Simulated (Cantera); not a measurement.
Charge: 1 mol Fe(CO)5, 0.18 mol O2, 30 mol N2, at 24.0 mbar.

Equilibrium computed with Cantera from the NASA thermochemical tables; the gas is ideal and each condensed phase is pure. Candidate condensed phases: C, Fe, Fe(CO)5, FeO, Fe2O3, Fe3O4; 27 gas species. Equilibrium is a limit: real reactors are often held back by kinetics, nucleation or transport.

At 702 °C, list the 3 most abundant gas species with their mole fractions, and the condensed phases.

N2 0.857, CO 0.133, CO2 0.0103. Condensed: Fe(α).
